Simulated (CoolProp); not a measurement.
Vapour-liquid equilibrium of acetone (1) + benzene (2) at 68.25 °C; x and y are mole fractions of (1).

Values from CoolProp's multi-fluid Helmholtz-energy mixture model, Lemmon 2006 and Thol 2012; pair parameters Bell 2016.

```tsv
x	bubble pressure (MPa)	y at the bubble point	dew pressure at overall composition x (MPa)	liquid density (mol/L)
0.05	(withheld)	(withheld)	0.07185	10.66
0.15	0.08840	0.320	0.07731	(withheld)
0.25	0.09863	0.451	0.08353	10.99
0.35	(withheld)	0.552	0.09058	11.17
0.45	0.1155	0.635	0.09854	11.36
0.55	0.1228	(withheld)	0.1074	11.56
0.65	0.1296	0.776	(withheld)	11.78
0.75	0.1361	0.841	0.1270	(withheld)
0.85	0.1422	0.904	0.1370	12.25
0.95	0.1482	0.968	0.1465	12.51
```

Problem. Fill in the missing entries.

Solution. 
- 0.05, bubble pressure (MPa): 0.07633
- 0.05, y at the bubble point: 0.133
- 0.15, liquid density (mol/L): 10.82
- 0.35, bubble pressure (MPa): 0.1076
- 0.55, y at the bubble point: 0.709
- 0.65, dew pressure at overall composition x (MPa): 0.1170
- 0.75, liquid density (mol/L): 12.00

No azeotrope shows between x = 0.05 and 0.95.

Pair parameters are fitted to limited data, so mixtures are less certain than the pure fluids.
